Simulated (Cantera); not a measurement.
An isothermal, constant-pressure homogeneous reactor starts with H₂ : O₂ = 0.0061 : 1 (molar parts), equivalence ratio 0.0031, at 1350 K and 0.0132 atm.

Computed with Cantera and the H2/O2 subset of GRI-Mech 3.0, which has no nitrogen chemistry. Radical loss at walls, strong at low pressure, is not modelled.

x: mole fraction; the columns are a selection and need not sum to one.

| t (s) | x H₂ | x O₂ | x O | x H | x H₂O | x OH | x HO₂ |
|---|---|---|---|---|---|---|---|
| 2.00e-6 | 0.00606 | 0.994 | 5.79e-12 | 1.32e-10 | <1e-12 | 5.79e-12 | 1.37e-10 |
| 7.82e-6 | 0.00606 | 0.994 | 8.16e-11 | 4.56e-10 | <1e-12 | 8.14e-11 | 5.37e-10 |
| 3.06e-5 | 0.00606 | 0.994 | 9.38e-10 | 1.19e-9 | 2.41e-11 | 9.30e-10 | ___ |
| 0.000120 | 0.00606 | 0.994 | 7.05e-9 | 1.95e-9 | 7.87e-10 | 6.80e-9 | ___ |
| 0.000468 | 0.00606 | 0.994 | 4.66e-8 | 4.40e-9 | 1.88e-8 | 4.14e-8 | ___ |
| 0.00183 | 0.00606 | 0.994 | 9.45e-7 | 5.69e-8 | 8.77e-7 | 7.71e-7 | ___ |
| 0.00715 | 0.00201 | 0.990 | 0.00304 | 0.000175 | 0.00323 | 0.00147 | ___ |
| 0.0280 | 1.47e-5 | 0.988 | 0.00528 | 0.000114 | 0.00563 | 0.000718 | 3.00e-7 |
| 0.109 | 1.29e-5 | 0.989 | 0.00462 | 9.36e-5 | 0.00567 | 0.000674 | 2.80e-7 |
| 0.428 | 8.33e-6 | 0.991 | 0.00293 | 4.77e-5 | 0.00577 | 0.000542 | ___ |
| 1.67 | 2.64e-6 | 0.993 | 0.000910 | 8.34e-6 | 0.00592 | 0.000306 | ___ |
| 6.54 | 3.83e-7 | 0.994 | 0.000130 | 4.55e-7 | 0.00602 | 0.000117 | ___ |
| 25.6 | 4.51e-8 | 0.994 | 1.53e-5 | 1.83e-8 | 0.00606 | 4.01e-5 | ___ |
| 100 | 1.17e-8 | 0.994 | 3.97e-6 | 2.43e-9 | 0.00607 | 2.05e-5 | ___ |

**Question.** Complete the blanks.

**Answer.** 
- 3.06e-5, x HO₂: 2.10e-9
- 0.000120, x HO₂: 8.22e-9
- 0.000468, x HO₂: 3.21e-8
- 0.00183, x HO₂: 1.26e-7
- 0.00715, x HO₂: 5.30e-7
- 0.428, x HO₂: 2.21e-7
- 1.67, x HO₂: 1.13e-7
- 6.54, x HO₂: 3.19e-8
- 25.6, x HO₂: 1.24e-8
- 100, x HO₂: 1.55e-8
